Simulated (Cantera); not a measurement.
Cantera with NASA thermochemical tables; ideal gases at 1 bar, condensed phases pure. Values are per mole of reaction as written; species without (g) are pure solids or liquids, kept so even where they would boil at 1 bar.

Sr(OH)₂ → O₂(g) + Sr + 2 H(g), with ΔH° = 1404.9 kJ and ΔS° = 392.7 J/K at 300 K.

Problem. How far is the shortcut ΔG° ≈ ΔH°(300 K) − T·ΔS°(300 K) from the full temperature-dependent value at 750, 800, 850, 900, 950, 1000, 1050, 1100, 1150, 1200, 1250 K?

Solution. 
| T (K) | shortcut (kJ) | full (kJ) | difference (kJ) | difference in log10 K | condensed phases |
|---|---|---|---|---|---|
| 750 | 1110.4 | 1108.5 | 1.9 | -0.13 | Sr(OH)₂(s), Sr(s) |
| 800 | 1090.8 | 1089.4 | 1.4 | -0.09 | Sr(OH)₂(l), Sr(s) |
| 850 | 1071.2 | 1071.3 | -0.1 | 0.00 | Sr(OH)₂(l), Sr(s) |
| 900 | 1051.5 | 1053.2 | -1.7 | 0.10 | Sr(OH)₂(l), Sr(s) |
| 950 | 1031.9 | 1035.4 | -3.5 | 0.19 | Sr(OH)₂(l), Sr(s) |
| 1000 | 1012.3 | 1017.6 | -5.4 | 0.28 | Sr(OH)₂(l), Sr(s) |
| 1050 | 992.6 | 1000.0 | -7.3 | 0.36 | Sr(OH)₂(l), Sr(l) |
| 1100 | 973.0 | 982.1 | -9.1 | 0.43 | Sr(OH)₂(l), Sr(l) |
| 1150 | 953.4 | 964.3 | -10.9 | 0.50 | Sr(OH)₂(l), Sr(l) |
| 1200 | 933.7 | 946.6 | -12.9 | 0.56 | Sr(OH)₂(l), Sr(l) |
| 1250 | 914.1 | 929.0 | -14.9 | 0.62 | Sr(OH)₂(l), Sr(l) |
The shortcut ignores heat capacities and the phase changes listed.
